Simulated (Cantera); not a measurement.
Input (Python, Cantera) and output of one run.

```python
import numpy as np
import cantera as ct

gas_names = """
    Electron H H+ H- HI HO2 H2 H2+ H2- H2O H2O+ H2O2 H3O+ I I2 O O+ O- OH OH+ OH- O2 O2+ O2- O3
""".split()
cond_names = """
    H2O(s) H2O(L) I2(cr) I2(L)
""".split()


# ... load() reads the species with a 1 bar reference pressure and builds the phases ...
atoms = {
    'HI': {'H': 1, 'I': 1},
    'O2': {'O': 2},
}
top_T = {}  # K; cautious upper limits of use, not melting points


# ... equilibrate(T, P, feed) seeds the gas with the atoms and calls Mixture.equilibrate('TP', solver="vcs", rtol=1e-11, max_steps=5000) ...
results = []
feed = {'HI': 1, 'O2': 0.27}  # mol
P = 6200  # Pa
for T in [2500, 2750, 3000, 3250, 3500, 3750, 4000, 4250, 4500, 4750, 5000]:
    mix = equilibrate(T, P, feed)
    results.append((T, P, feed, dict(zip(mix.species_names, mix.species_moles))))

top = {s: max(r[3][s] / sum(r[3][g] for g in gas_names) for r in results) for s in gas_names}
cols = sorted((s for s in top if top[s] > 0.0001), key=lambda s: -top[s])[:8]
seen = [c for c in cond_names if any(r[3].get(c, 0) > 1e-12 for r in results)]
print("log10 of partial pressures in bar; condensed amounts in mol")
print(f"{'T/K':>10s}" + "".join(f"{s[:9]:>10s}" for s in cols + seen))
for T, P, feed, n in results:
    ng = sum(n[g] for g in gas_names)
    print(f"{T:10.4g}" + "".join(f"{np.log10(max(n[s] / ng * P / 1e5, 1e-99)):10.3f}" for s in cols)
          + "".join(f"{n.get(c, 0):10.4g}" for c in seen))
```

It prints:

```
log10 of partial pressures in bar; condensed amounts in mol
       T/K         I         H       H2O         O        H2        OH        O2        HI
      2500    -1.413    -2.919    -1.808    -3.234    -2.638    -2.772    -2.791    -3.402
      2750    -1.445    -2.364    -1.988    -2.689    -2.398    -2.524    -2.674    -3.479
      3000    -1.499    -1.980    -2.351    -2.289    -2.357    -2.453    -2.686    -3.651
      3250    -1.556    -1.761    -2.971    -2.049    -2.535    -2.598    -2.893    -3.915
      3500    -1.590    -1.667    -3.789    -1.941    -2.877    -2.916    -3.267    -4.222
      3750    -1.604    -1.633    -4.648    -1.902    -3.269    -3.294    -3.701    -4.521
      4000    -1.609    -1.621    -5.457    -1.889    -3.647    -3.664    -4.123    -4.795
      4250    -1.611    -1.616    -6.190    -1.884    -3.994    -4.004    -4.508    -5.040
      4500    -1.612    -1.614    -6.849    -1.882    -4.306    -4.312    -4.856    -5.260
      4750    -1.612    -1.613    -7.442    -1.881    -4.588    -4.589    -5.169    -5.459
      5000    -1.612    -1.613    -7.977    -1.881    -4.843    -4.840    -5.452    -5.638
```

Equilibrium computed with Cantera from the NASA thermochemical tables; the gas is ideal and each condensed phase is pure.
